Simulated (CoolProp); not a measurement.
A closed Brayton cycle with carbon dioxide: compressor inlet 330.15 K and 7.9 MPa, high pressure 25 MPa, turbine inlet 940 K, compressor efficiency 0.85, turbine efficiency 0.85, recuperator effectiveness 0.8 (on enthalpy, no pinch check). Each further row changes one setting.

Computed with CoolProp (reference Helmholtz-energy equation of state, Span 1996).

```tsv
case	thermal efficiency (%)	net work (kJ/kg)	compressor to turbine work	compressor exit (K)	turbine exit (K)
as stated	29.8	95.7	0.41	433.2	799.8
turbine inlet 890 K	28.7	86.2	0.44	433.2	754.5
compressor inlet 340.15 K	28.8	89.3	0.45	448.5	799.8
high pressure 21.2 MPa	28.4	85.5	0.39	417.9	819.1
recuperator effectiveness 0.5	21.4	95.7	0.41	433.2	799.8
```
